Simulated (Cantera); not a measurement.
**Equilibrium for metals in furnace atmospheres: Ti + H2O + CO + CO2**

Feed: 1 mol Ti, 5.9 mol H2O, 1.4 mol CO, 2.2 mol CO2, at 1550 °C.

Equilibrium computed with Cantera from the NASA thermochemical tables; the gas is ideal and each condensed phase is pure. Candidate condensed phases: C, C6H6, C7H8, C8H18, H2O, Ti, TiC, TiO, TiO2, Ti2O3, Ti3O5, Ti4O7; 113 gas species. Gases not in the tables: TiO(OH)2. The numbers say what is thermodynamically allowed, not how fast it happens.

From 10.0 Pa to 3000000 Pa the condensed part is TiO2(rutile).

```
P (Pa)   x H2O   x CO  x CO2   x H2       x H      x OH      x O2  n TiO2(rutile)
-------  -----  -----  -----  -----  --------  --------  --------  --------------
10       0.461  0.206  0.169  0.143    0.0164   0.00367  0.000459           0.999
61       0.468  0.208  0.170  0.146   0.00671   0.00149   7.42e-5           1.000
370      0.471  0.209  0.170  0.148   0.00274  0.000607   1.21e-5           1.000
2200     0.472  0.209  0.170  0.148   0.00113  0.000249   2.04e-6           1.000
13000    0.472  0.209  0.170  0.149  0.000463  0.000102   3.44e-7            1.00
82000    0.472  0.209  0.170  0.149  0.000184   4.08e-5   5.45e-8            1.00
500000   0.472  0.209  0.170  0.149   7.47e-5   1.65e-5   8.93e-9            1.00
3000000  0.472  0.209  0.170  0.149   3.05e-5   6.74e-6   1.49e-9            1.00
```
x: gas mole fraction; n: condensed amount in mol.
